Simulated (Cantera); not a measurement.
Feed: 1 mol Si2Cl6, 2.3 mol NH3, 5.3 mol N2, equilibrated at 25000 Pa.

These are equilibrium values from Cantera (NASA tables, ideal gas, pure condensed phases), not measurements of a reactor. Candidate condensed phases: NH4Cl, Si, Si3N4; 28 gas species. The feed counts by its element totals alone. The tables' values for SiCl3 are old estimates; treat these amounts as uncertain. The numbers say what is thermodynamically allowed, not how fast it happens. All values below are at 1300 K.

Base state: N2 0.487, HCl 0.309, H2 0.148, SiCl4 0.0520, SiCl3 0.00197, SiHCl3 0.00113, SiCl2 0.000441 (mole fractions); condensed: Si3N4(s).

Question: What changes in the equilibrium state with this change: N2 from 5.3 to 19 mol?

Answer: 
```csv
species,before,after
N2,0.487,0.763
HCl,0.309,0.160
H2,0.148,0.0571
SiCl4,0.0520,0.0187
SiHCl3,0.00113,0.000303
SiCl3,0.00197,0.000846
SiCl2,0.000441,0.000227
"Si3N4(s), mol",0.456,0.499
```
